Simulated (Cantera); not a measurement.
What does this Cantera script print?

```python
import numpy as np
import cantera as ct

gas = ct.Solution("gri30.yaml")
gas.TPX = 2048, 2500, {'NO': 1, 'N2': 0.17}
inlet = ct.Reservoir(gas, clone=True)

reactor = ct.IdealGasConstPressureReactor(gas, energy="off", clone=False)
exhaust = ct.Reservoir(gas, clone=True)
tau = [27, 9.6, 3.5, 1.2, 0.45, 0.16, 0.058, 0.021, 0.0076, 0.0027][0]
for a, b in ((inlet, reactor), (reactor, exhaust)):
    ct.MassFlowController(a, b, mdot=lambda t: reactor.mass / tau)
net = ct.ReactorNet([reactor])
show = ['NO', 'NO2', 'N2', 'O', 'O2', 'N2O']

rows = []
print(f"{'tau/s':>10s}{'T/K':>9s}" + "".join(f"{s:>11s}" for s in show))
for tau in [27, 9.6, 3.5, 1.2, 0.45, 0.16, 0.058, 0.021, 0.0076, 0.0027]:
    net.initial_time = 0.0
    net.advance(30 * tau)
    before = gas.X
    net.advance(40 * tau)
    drift = np.max(np.abs(gas.X - before) / (gas.X + 1e-9))
    rows.append([gas.T, *gas[show].X, drift])
    print(f"{tau:10.3e}{gas.T:9.1f}" + "".join(f"{x:11.3e}" for x in gas[show].X))
```

Output:

```
     tau/s      T/K         NO        NO2         N2          O         O2        N2O
 2.700e+01   2048.0  1.133e-01  3.765e-05  5.149e-01  3.719e-03  3.680e-01  2.783e-06
 9.600e+00   2048.0  2.287e-01  6.945e-05  4.573e-01  3.445e-03  3.105e-01  1.165e-05
 3.500e+00   2048.0  4.288e-01  1.061e-04  3.574e-01  2.907e-03  2.108e-01  4.455e-05
 1.200e+00   2048.0  6.648e-01  1.072e-04  2.396e-01  2.088e-03  9.336e-02  1.240e-04
 4.500e-01   2048.0  7.861e-01  7.615e-05  1.790e-01  1.470e-03  3.312e-02  1.955e-04
 1.600e-01   2048.0  8.326e-01  5.092e-05  1.559e-01  1.096e-03  1.016e-02  2.314e-04
 5.800e-02   2048.0  8.474e-01  3.734e-05  1.485e-01  8.435e-04  2.944e-03  2.327e-04
 2.100e-02   2048.0  8.524e-01  2.629e-05  1.461e-01  5.582e-04  6.704e-04  2.002e-04
 7.600e-03   2048.0  8.540e-01  1.331e-05  1.455e-01  2.613e-04  9.897e-05  1.332e-04
 2.700e-03   2048.0  8.545e-01  3.902e-06  1.453e-01  8.991e-05  1.059e-05  6.516e-05
```

Cantera simulation using GRI-Mech 3.0 (53 species, 325 reactions); the numbers are that mechanism's predictions, not measurements. Radical loss at walls, strong at low pressure, is not modelled.
